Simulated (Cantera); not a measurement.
A diamond (100) surface in a fixed gas of H2 with x(CH4) = 0.02, x(H) = 0.018, x(CH3) = 1.9e-05, 9.75 Torr; coverages are run to steady state.

Detailed kinetics in Cantera: the Harris–Goodwin 1993 mechanism for the reconstructed diamond (100) surface.

θ: site fractions in the mechanism's names (c6HH fully hydrogenated, c6H* and c6*H radical sites, c6** diradical, c6HM methylated).

```
T (K)  growth (µm/h)  θ c6HH  θ c6H*  θ c6*H   θ c6**  θ c6HM
-----  -------------  ------  ------  ------  -------  ------
900           0.0775   0.691  0.0105   0.293  0.00440       …
950            0.102   0.643  0.0142   0.335  0.00673       …
1000           0.126   0.596  0.0184   0.375  0.00980       …
1050           0.144   0.552  0.0230   0.411   0.0137       …
1100           0.143   0.511  0.0279   0.442   0.0185       …
1150           0.118   0.473  0.0332   0.469   0.0242       …
1200          0.0846   0.438  0.0385   0.492   0.0308       …
1250          0.0625   0.407  0.0439   0.511   0.0382       …
1300          0.0541   0.378  0.0493   0.526   0.0465       …
1350          0.0534   0.352  0.0546   0.538   0.0554       …
1400          0.0526   0.328  0.0598   0.547   0.0650       …
```

Problem. Fill in the missing entries.

Solution. 
- 900, θ c6HM: 0.000891
- 950, θ c6HM: 0.000706
- 1000, θ c6HM: 0.000555
- 1050, θ c6HM: 0.000417
- 1100, θ c6HM: 0.000279
- 1150, θ c6HM: 0.000155
- 1200, θ c6HM: 7.17e-5
- 1250, θ c6HM: 2.96e-5
- 1300, θ c6HM: 1.18e-5
- 1350, θ c6HM: 4.66e-6
- 1400, θ c6HM: 1.83e-6
